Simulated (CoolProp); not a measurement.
Vapour-liquid equilibrium of benzene (1) + ethylbenzene (2) at 182.35 °C; x and y are mole fractions of (1).

Values from CoolProp's multi-fluid Helmholtz-energy mixture model, Thol 2012 and Zhou 2012; pair parameters Bell 2016.

```json
[
 {"x": "0.05", "bubble pressure, mixture model (MPa)": "0.3325", "bubble pressure, Raoult's law (MPa)": "0.3414", "y, mixture model": "0.126", "y, Raoult's law": "0.157"},
 {"x": "0.2", "bubble pressure, mixture model (MPa)": "0.4260", "bubble pressure, Raoult's law (MPa)": "0.4565", "y, mixture model": "0.410", "y, Raoult's law": "0.469"},
 {"x": "0.35", "bubble pressure, mixture model (MPa)": "0.5283", "bubble pressure, Raoult's law (MPa)": "0.5716", "y, mixture model": "0.604", "y, Raoult's law": "0.655"},
 {"x": "0.5", "bubble pressure, mixture model (MPa)": "0.6398", "bubble pressure, Raoult's law (MPa)": "0.6866", "y, mixture model": "0.744", "y, Raoult's law": "0.779"},
 {"x": "0.65", "bubble pressure, mixture model (MPa)": "0.7604", "bubble pressure, Raoult's law (MPa)": "0.8017", "y, mixture model": "0.847", "y, Raoult's law": "0.868"},
 {"x": "0.8", "bubble pressure, mixture model (MPa)": "0.8892", "bubble pressure, Raoult's law (MPa)": "0.9168", "y, mixture model": "0.924", "y, Raoult's law": "0.934"},
 {"x": "0.95", "bubble pressure, mixture model (MPa)": "1.024", "bubble pressure, Raoult's law (MPa)": "1.032", "y, mixture model": "0.983", "y, Raoult's law": "0.985"}
]
```

The largest gap from Raoult's law is -7.6 % in bubble pressure, at x = 0.35. No azeotrope shows between x = 0.05 and 0.95.

Pair parameters are fitted to limited data, so mixtures are less certain than the pure fluids.
